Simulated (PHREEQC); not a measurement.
# Metal-bearing waste water with brine: speciation

Solution A (1.3 mmol/kgw Al2(SO4)3, 2.3 mmol/kgw ZnCl2, 0.47 mmol/kgw H2SO4 and 21 mmol/kgw Na2SO4) is mixed with solution B (17 mmol/kgw HCl and 0.1 mmol/kgw CaCl2) at 25 °C; shares are by mass of water, 1 kg in all. Oxygen is held at 0.21 atm. No CO2 enters from the air. Only these solids could form: Gypsum, Portlandite, Gibbsite, Zn(OH)2-e, Zn4(OH)6SO4, Zn5(OH)8Cl2, Basaluminite, Halite, Mirabilite, Goslarite.

The numbers come from PHREEQC with the ion-association model, wateq4f.dat.

```csv
share of solution B,pH,Ca+2 (mol/kgw),SO4-2 (mol/kgw)
0,3.36,0,0.0192
0.1,2.91,6.06e-6,0.0169
0.2,2.67,1.25e-5,0.0146
0.3,2.51,1.95e-5,0.0123
0.4,2.37,2.71e-5,0.0102
0.5,2.26,3.55e-5,0.00811
0.6,2.16,4.48e-5,0.00618
0.7,2.06,5.55e-5,0.00439
0.8,1.98,6.78e-5,0.00276
0.9,1.90,8.23e-5,0.00130
1,1.82,0.000100,0
```
